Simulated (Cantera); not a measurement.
An isothermal, constant-pressure homogeneous reactor starts with 37.6 % N2O, 1.47 % H2, 60.2 % N2, 0.715 % H2O, at 1398 K and 6.08 Torr.

Cantera simulation using GRI-Mech 3.0 (53 species, 325 reactions); the numbers are that mechanism's predictions, not measurements. GRI-Mech 3.0 was tuned for natural gas; its chemistry of N2O as a main component is partial and can be far from experiment. Radical loss at walls, strong at low pressure, is not modelled. The mechanism lacks the step 2 NO + O2 → 2 NO2, which can matter for NO2 below about 1400 K. The temperature is held fixed by assumption; the heat of reaction is taken as removed at once.

x: mole fraction; the columns are a selection and need not sum to one.

| t (s) | x N2O | x H2 | x H | x O2 | x HO2 | x NO2 |
|---|---|---|---|---|---|---|
| 3.00e-6 | 0.376 | 0.0147 | 1.41e-10 | 8.26e-11 | <1e-12 | <1e-12 |
| 1.20e-5 | 0.376 | 0.0147 | ___ | 1.32e-9 | <1e-12 | <1e-12 |
| 4.80e-5 | 0.376 | 0.0147 | ___ | 2.04e-8 | 1.71e-11 | <1e-12 |
| 0.000192 | 0.376 | 0.0147 | ___ | 2.94e-7 | 1.13e-9 | <1e-12 |
| 0.000766 | 0.376 | 0.0147 | ___ | 3.29e-6 | 6.04e-8 | 3.17e-12 |
| 0.00306 | 0.376 | 0.0144 | ___ | 2.20e-5 | 1.50e-6 | 3.70e-9 |
| 0.0123 | 0.373 | 0.0116 | ___ | 0.000122 | 6.00e-6 | 4.54e-7 |
| 0.0490 | 0.362 | 0.00287 | ___ | 0.000772 | 7.43e-6 | 6.64e-6 |
| 0.196 | 0.350 | 5.38e-5 | ___ | 0.00374 | 4.80e-6 | 7.58e-5 |
| 0.783 | 0.319 | 7.41e-7 | ___ | 0.0149 | 2.45e-6 | 0.000181 |
| 3.13 | 0.221 | 7.45e-7 | ___ | 0.0494 | 7.16e-7 | 0.000168 |
| 12.5 | 0.0571 | 1.10e-6 | ___ | 0.108 | 9.13e-8 | 4.79e-5 |
| 50.0 | 0.000520 | 7.21e-7 | ___ | 0.129 | 6.39e-9 | 1.16e-5 |
| 200 | 5.39e-7 | 2.53e-7 | ___ | 0.129 | 7.93e-9 | 2.54e-5 |

### Question
Complete the blanks.

### Answer

- 1.20e-5, x H: 2.20e-9
- 4.80e-5, x H: 3.13e-8
- 0.000192, x H: 3.58e-7
- 0.000766, x H: 2.95e-6
- 0.00306, x H: 1.47e-5
- 0.0123, x H: 3.15e-5
- 0.0490, x H: 9.92e-6
- 0.196, x H: 2.56e-7
- 0.783, x H: 1.43e-7
- 3.13, x H: 1.73e-7
- 12.5, x H: 2.72e-7
- 50.0, x H: 1.29e-7
- 200, x H: 2.68e-8
